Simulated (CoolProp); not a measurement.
Vapour-liquid equilibrium of CHF3 (R23) (1) + R134a (2) at 0.49 MPa; x and y are mole fractions of (1).

Model: multi-fluid Helmholtz-energy mixture model, Penoncello 2003 and Tillner-Roth 1994; pair parameters Bell 2016, in CoolProp.

```json
[
 {"x": "0.05", "bubble temperature (°C)": "8.0", "y at the bubble point": "0.225", "dew temperature at overall composition x (°C)": "13.6", "liquid density (mol/L)": "12.57"},
 {"x": "0.15", "bubble temperature (°C)": "-4.1", "y at the bubble point": "0.530", "dew temperature at overall composition x (°C)": "10.5", "liquid density (mol/L)": "13.29"},
 {"x": "0.25", "bubble temperature (°C)": "-13.9", "y at the bubble point": "0.706", "dew temperature at overall composition x (°C)": "?", "liquid density (mol/L)": "13.98"},
 {"x": "0.35", "bubble temperature (°C)": "?", "y at the bubble point": "?", "dew temperature at overall composition x (°C)": "3.5", "liquid density (mol/L)": "14.63"},
 {"x": "0.45", "bubble temperature (°C)": "-28.1", "y at the bubble point": "0.878", "dew temperature at overall composition x (°C)": "-0.6", "liquid density (mol/L)": "?"},
 {"x": "0.55", "bubble temperature (°C)": "-33.4", "y at the bubble point": "0.921", "dew temperature at overall composition x (°C)": "?", "liquid density (mol/L)": "15.90"},
 {"x": "0.65", "bubble temperature (°C)": "-37.9", "y at the bubble point": "0.950", "dew temperature at overall composition x (°C)": "-10.4", "liquid density (mol/L)": "?"},
 {"x": "0.75", "bubble temperature (°C)": "-41.8", "y at the bubble point": "0.971", "dew temperature at overall composition x (°C)": "-16.8", "liquid density (mol/L)": "17.16"},
 {"x": "0.85", "bubble temperature (°C)": "-45.1", "y at the bubble point": "0.985", "dew temperature at overall composition x (°C)": "-25.2", "liquid density (mol/L)": "?"},
 {"x": "0.95", "bubble temperature (°C)": "-48.1", "y at the bubble point": "?", "dew temperature at overall composition x (°C)": "-37.9", "liquid density (mol/L)": "18.43"}
]
```

**Question.** Some entries are withheld; supply them.

**Answer.** 
- 0.25, dew temperature at overall composition x (°C): 7.1
- 0.35, bubble temperature (°C): -21.7
- 0.35, y at the bubble point: 0.812
- 0.45, liquid density (mol/L): 15.27
- 0.55, dew temperature at overall composition x (°C): -5.1
- 0.65, liquid density (mol/L): 16.53
- 0.85, liquid density (mol/L): 17.80
- 0.95, y at the bubble point: 0.996

No azeotrope shows between x = 0.05 and 0.95.

Pair parameters are fitted to limited data, so mixtures are less certain than the pure fluids.
